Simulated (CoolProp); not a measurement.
Properties of isohexane along the isotherm 550 K.

Computed with CoolProp (reference Helmholtz-energy equation of state, Lemmon 2006). It is a short technical equation, of lower accuracy than the large ones.

```
p (MPa)          phase       Z  speed of sound (m/s)  Joule-Thomson coefficient (K/MPa)  expansivity (1/kK)
-------  -------------  ------  --------------------  ---------------------------------  ------------------
0.0962             gas  0.9922                 232.9                              5.499               1.868
0.171              gas  0.9862                 231.6                              5.550               1.909
0.304              gas  0.9752                 229.2                              5.643               1.984
0.541              gas  0.9554                 224.9                              5.817               2.131
0.962              gas  0.9188                 216.9                              6.152               2.439
1.71               gas  0.8492                 201.6                              6.841               3.185
3.04               gas  0.7077                 171.0                              8.351               5.732
5.41     supercritical  0.4365                 143.1                              7.086               15.17
9.62     supercritical  0.4865                 295.1                              1.114               4.457
17.1     supercritical  0.7354                 457.0                             0.2050               2.351
30.4     supercritical   1.167                 634.3                            -0.1108               1.505
```
